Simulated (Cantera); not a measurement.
Cantera run:

```python
import numpy as np
import cantera as ct

gas_names = [...]  # 113 gases of nasa_gas.yaml made of C, H, O, Pb
cond_names = """
    C(gr) C6H6(L) C7H8(L) C8H18(L),n-octa H2O(s) H2O(L) Pb(cr) Pb(L) PbO(rd) PbO(yw) PbO(L) PbO2(s)
    Pb3O4(s)
""".split()


# ... load() reads the species with a 1 bar reference pressure and builds the phases ...
atoms = {
    'Pb': {'Pb': 1},
    'CO': {'C': 1, 'O': 1},
    'H2': {'H': 2},
}
top_T = {'C(gr)': 4500, 'Pb3O4(s)': 820}  # K; cautious upper limits of use, not melting points


# ... equilibrate(T, P, feed) seeds the gas with the atoms and calls Mixture.equilibrate('TP', solver="gibbs", rtol=1e-10, max_steps=50000) ...
results = []
P = 650000  # Pa
for T in [773, 873, 973, 1073, 1173, 1273, 1373, 1473, 1573, 1673]:
    for m in [0.083, 0.15, 0.27, 0.48, 0.85, 1.5, 2.7, 4.9, 8.7]:
        feed = {'Pb': 1, 'CO': m, 'H2': 1.6}  # mol
        mix = equilibrate(T, P, feed)
        results.append((T, P, feed, dict(zip(mix.species_names, mix.species_moles))))

for T, P, feed, n in results:
    print(f"{T:7g} {feed['CO']:10.4g}  " + (" + ".join(c for c in cond_names if n.get(c, 0) > 1e-12) or "gas only"))
```

Result:

```
    773      0.083  Pb(L)
    773       0.15  Pb(L)
    773       0.27  Pb(L)
    773       0.48  Pb(L)
    773       0.85  C(gr) + Pb(L)
    773        1.5  C(gr) + Pb(L)
    773        2.7  C(gr) + Pb(L)
    773        4.9  C(gr) + Pb(L)
    773        8.7  C(gr) + Pb(L)
    873      0.083  Pb(L)
    873       0.15  Pb(L)
    873       0.27  Pb(L)
    873       0.48  Pb(L)
    873       0.85  C(gr) + Pb(L)
    873        1.5  C(gr) + Pb(L)
    873        2.7  C(gr) + Pb(L)
    873        4.9  C(gr) + Pb(L)
    873        8.7  C(gr) + Pb(L)
    973      0.083  Pb(L)
    973       0.15  Pb(L)
    973       0.27  Pb(L)
    973       0.48  Pb(L)
    973       0.85  C(gr) + Pb(L)
    973        1.5  C(gr) + Pb(L)
    973        2.7  C(gr) + Pb(L)
    973        4.9  C(gr) + Pb(L)
    973        8.7  C(gr) + Pb(L)
   1073      0.083  Pb(L)
   1073       0.15  Pb(L)
   1073       0.27  Pb(L)
   1073       0.48  Pb(L)
   1073       0.85  C(gr) + Pb(L)
   1073        1.5  C(gr) + Pb(L)
   1073        2.7  C(gr) + Pb(L)
   1073        4.9  C(gr) + Pb(L)
   1073        8.7  C(gr) + Pb(L)
   1173      0.083  Pb(L)
   1173       0.15  Pb(L)
   1173       0.27  Pb(L)
   1173       0.48  Pb(L)
   1173       0.85  C(gr) + Pb(L)
   1173        1.5  C(gr) + Pb(L)
   1173        2.7  C(gr) + Pb(L)
   1173        4.9  C(gr) + Pb(L)
   1173        8.7  C(gr) + Pb(L)
   1273      0.083  Pb(L)
   1273       0.15  Pb(L)
   1273       0.27  Pb(L)
   1273       0.48  Pb(L)
   1273       0.85  Pb(L)
   1273        1.5  C(gr) + Pb(L)
   1273        2.7  C(gr) + Pb(L)
   1273        4.9  C(gr) + Pb(L)
   1273        8.7  C(gr) + Pb(L)
   1373      0.083  Pb(L)
   1373       0.15  Pb(L)
   1373       0.27  Pb(L)
   1373       0.48  Pb(L)
   1373       0.85  Pb(L)
   1373        1.5  C(gr) + Pb(L)
   1373        2.7  C(gr) + Pb(L)
   1373        4.9  C(gr) + Pb(L)
   1373        8.7  C(gr) + Pb(L)
   1473      0.083  Pb(L)
   1473       0.15  Pb(L)
   1473       0.27  Pb(L)
   1473       0.48  Pb(L)
   1473       0.85  Pb(L)
   1473        1.5  Pb(L)
   1473        2.7  C(gr) + Pb(L)
   1473        4.9  C(gr) + Pb(L)
   1473        8.7  C(gr) + Pb(L)
   1573      0.083  Pb(L)
   1573       0.15  Pb(L)
   1573       0.27  Pb(L)
   1573       0.48  Pb(L)
   1573       0.85  Pb(L)
   1573        1.5  Pb(L)
   1573        2.7  C(gr) + Pb(L)
   1573        4.9  C(gr) + Pb(L)
   1573        8.7  C(gr) + Pb(L)
   1673      0.083  Pb(L)
   1673       0.15  Pb(L)
   1673       0.27  Pb(L)
   1673       0.48  Pb(L)
   1673       0.85  Pb(L)
   1673        1.5  Pb(L)
   1673        2.7  C(gr) + Pb(L)
   1673        4.9  C(gr) + Pb(L)
   1673        8.7  C(gr) + Pb(L)
```

Method: chemical equilibrium by Gibbs-energy minimisation in Cantera with the NASA 1993 tables (ideal gas, pure condensed phases).
